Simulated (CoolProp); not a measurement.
Model: reference Helmholtz-energy equation of state, Penoncello 2003, in CoolProp.

Question: For CHF3 (R23), give the phase and the Z, cv (kJ/(kg K)), viscosity (µPa s) at 201.85 °C and 4.83 MPa; 201.85 °C and 9.66 MPa; 201.85 °C and 14.5 MPa.

Answer: 
- 201.85 °C and 4.83 MPa: gas; Z 0.943, cv 0.862, viscosity 23.4
- 201.85 °C and 9.66 MPa: supercritical; Z 0.897, cv 0.880, viscosity 25.7
- 201.85 °C and 14.5 MPa: supercritical; Z 0.870, cv 0.894, viscosity 29.3

Viscosity comes from a separate model (Shan 2000).
